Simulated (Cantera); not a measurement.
Input: 1 mol (CH₃)₂SiCl₂, 230 mol H₂, equilibrated at 2398.15 K and 4.50 mbar.

Method: chemical equilibrium by Gibbs-energy minimisation in Cantera with the NASA 1993 tables (ideal gas, pure condensed phases). Candidate condensed phases: C, C₆H₆, C₇H₈, C₈H₁₈, Si, SiC; 109 gas species. The feed counts by its element totals alone. The numbers say what is thermodynamically allowed, not how fast it happens.

Base state: H₂ 0.778, H 0.207, HCl 0.00640, C₂H₂ (acetylene) 0.00333, Si 0.00332, Cl 0.00122, SiC₂ 0.000392, SiH 6.10e-5 (mole fractions); condensed: gas only.

Task: What changes in the equilibrium state with this change: H₂ from 230 to 21 mol?

Result: 
```json
[
 {"species": "H₂", "before": "0.778", "after": "0.698"},
 {"species": "H", "before": "0.207", "after": "0.196"},
 {"species": "HCl", "before": "0.00640", "after": "0.0563"},
 {"species": "Si", "before": "0.00332", "after": "0.0262"},
 {"species": "Cl", "before": "0.00122", "after": "0.0113"},
 {"species": "SiCl₂", "before": "5.88e-7", "after": "0.000401"},
 {"species": "Si₂C", "before": "1.06e-5", "after": "0.000839"},
 {"species": "SiCl", "before": "9.66e-6", "after": "0.000708"},
 {"species": "Si₂", "before": "5.28e-7", "after": "3.28e-5"},
 {"species": "SiC₂", "before": "0.000392", "after": "0.00500"},
 {"species": "C(graphite), mol", "before": "0", "after": "1.40"}
]
```
The tables' values for SiCl are old estimates; treat these amounts as uncertain. Gases not in the tables: Si₂H₆ and higher silanes.
